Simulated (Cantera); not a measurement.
A perfectly stirred reactor is fed with 0.938 % C2H6, 99.1 % N2, at 1330 Pa; it is held at 1798 K, and followed from long to short residence time.

Model: GRI-Mech 3.0 (53 species, 325 reactions), integrated in Cantera. GRI-Mech 3.0 stops at C3 and has no aromatics, soot or wall deposition, so with more carbon than oxygen in the feed, carbon stays in small species such as C2H2 where larger ones or solid carbon would form. Radical loss at walls, strong at low pressure, is not modelled.

Q: Predict: x(C2H6) at τ = 1.80 s; x(C2H) at τ = 1.80 s; x(H2) at τ = 1.80 s; x(C2H2) at τ = 1.80 s; x(CH3) at τ = 1.80 s; x(C2H6) at τ = 84.0 ms; x(C2H) at τ = 84.0 ms; x(H2) at τ = 84.0 ms; x(C2H2) at τ = 84.0 ms; x(CH3) at τ = 84.0 ms.

A: 
```
Property                   Value
----------------------  --------
x(C2H6) at τ = 1.80 s    1.97e-6
x(C2H) at τ = 1.80 s     1.71e-6
x(H2) at τ = 1.80 s       0.0176
x(C2H2) at τ = 1.80 s    0.00864
x(CH3) at τ = 1.80 s    0.000141
x(C2H6) at τ = 84.0 ms   3.81e-5
x(C2H) at τ = 84.0 ms    2.41e-6
x(H2) at τ = 84.0 ms      0.0158
x(C2H2) at τ = 84.0 ms   0.00808
x(CH3) at τ = 84.0 ms   0.000663
```
